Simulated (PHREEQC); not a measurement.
**Copper plating or etch bath (model solution)**

Consider water at 25 °C with 0.0017 mol/kgw Cu(BF4)2 and 0.00041 mol/kgw NaCl. Closed to the air; pH follows from the charge balance.

The numbers come from PHREEQC with the ion-association model, wateq4f.dat.

Each row changes one thing in this solution. No solid was allowed to form.

| case | pH | ionic strength (mol/kgw) | SI of Halite (NaCl) |
|---|---|---|---|
| as made | 3.02 | 0.00644 | -8.43 |
| Cu(BF4)2 replaced by HF at the same molality | [?] | 0.00121 | -8.39 |
| diluted 5-fold with water | 3.19 | 0.00176 | -9.80 |
| temperature from 25 to 45 °C | [?] | 0.00631 | -8.48 |
| temperature from 25 to 10 °C | [?] | 0.00652 | -8.39 |
| Cu(BF4)2 left out | 7.00 | 0.000410 | -8.38 |

Problem. Complete the blanks.

Solution. 
- Cu(BF4)2 replaced by HF at the same molality, pH: 3.11
- temperature from 25 to 45 °C, pH: 3.08
- temperature from 25 to 10 °C, pH: 3.00

Complexes and solids missing from the database can't appear. Away from 25 °C the constants follow the database's enthalpies or fits; those with neither stay at their 25 °C values. Real BF4- forms and hydrolyses slowly; the run takes it at equilibrium.
